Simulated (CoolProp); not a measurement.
Properties of isohexane at several states.

Computed with CoolProp (reference Helmholtz-energy equation of state, Lemmon 2006). It is a short technical equation, of lower accuracy than the large ones.

```tsv
T (K)	p (bar)	phase	density (kg/m³)	cv (kJ/(kg K))	Joule-Thomson coefficient (K/MPa)
299.7	6.52	liquid	647.8	1.736	-0.3969
327.6	0.679	gas	2.224	1.713	(withheld)
427.5	1.88	gas	4.734	2.167	12.76
435.1	50	liquid	(withheld)	2.301	0.08227
358.4	2.23	liquid	(withheld)	1.981	-0.2319
```

Q: What belongs in the gaps?

A: 
- 327.6, Joule-Thomson coefficient (K/MPa): 32.53
- 435.1, density (kg/m³): 513.0
- 358.4, density (kg/m³): 589.5
